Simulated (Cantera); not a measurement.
Charge: 1 mol c-C4F8, 0.93 mol H2, 0.013 mol F2, held at 1330 Pa.

These are equilibrium values from Cantera (NASA tables, ideal gas, pure condensed phases), not measurements of a reactor. Candidate condensed phases: C, C6H6, C7H8, C8H18; 95 gas species. The feed counts by its element totals alone. Gases not in the tables: C2F6 and larger saturated fluorocarbons. Rates play no part.

Task: At 1648 K, list the 5 most abundant gas species with their mole fractions, and the condensed phases.

Result: HF 0.546, CF4 0.451, CF2 0.00185, F 0.000403, CF3 0.000260. Condensed: C(graphite).
